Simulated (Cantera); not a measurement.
Feed: 1 mol SiC, 0.019 mol N2, held at 2098.15 K and 73.0 Pa.

Cantera equilibrium calculation (NASA polynomials, part measured and part estimated; ideal gas, pure solids and liquids). Candidate condensed phases: C, Si, SiC, Si3N4; 20 gas species. The tables' values for SiN are old estimates; treat these amounts as uncertain. The numbers say what is thermodynamically allowed, not how fast it happens.

Base state: N2 0.984, Si 0.0139, SiC2 0.000888, Si2C 0.000564, SiN 7.75e-5, CN 7.03e-5, Si2 1.40e-5 (mole fractions); condensed: C(graphite) + SiC(s).

What changes in the equilibrium state with this change: temperature from 2098.15 K to 1698.15 K?


| species | before | after |
|---|---|---|
| N2 | 0.984 | 1.000 |
| Si | 0.0139 | 1.33e-5 |
| SiN | 7.75e-5 | 2.18e-7 |
| SiC2 | 0.000888 | 1.03e-7 |
| Si2 | 1.40e-5 | <1e-9 |
| Si2C | 0.000564 | 7.91e-8 |
| CN | 7.03e-5 | 2.00e-7 |
| C(graphite), mol | 0.000262 | 0 |
| SiC(s), mol | 1.000 | 1.00 |

What changes in the equilibrium state with this change: SiC replaced by BN?


```csv
species,before,after
N2,0.984,0.999
B,0,0.000699
BN,0,1.62e-5
Si,0.0139,0
SiC2,0.000888,0
Si2C,0.000564,0
SiN,7.75e-5,0
CN,7.03e-5,0
"C(graphite), mol",0.000262,0
"SiC(s), mol",1.000,0
"BN(s), mol",0,1.000
```
Further candidate phases: B, BN.
